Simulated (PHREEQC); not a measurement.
Solution (20 °C): 0.0073 mol/kgw MnSO4, 0.18 mol/kgw HCl, 0.023 mol/kgw NaHCO3 and 0.00023 mol/kgw NaCl. Closed to the air; pH follows from the charge balance.

Computed with PHREEQC (ion-association model, phreeqc.dat).

Task: The ionic strength comes out as 0.194 mol/kgw. What activity coefficients do MnCl3-, Mn+2, HSO4-, MnCl+, Na+ get?

Result: MnCl3- 0.74, Mn+2 0.33, HSO4- 0.75, MnCl+ 0.74, Na+ 0.75.

This is a speciation only: nothing precipitates in the calculation. Species that the database lacks are ignored.
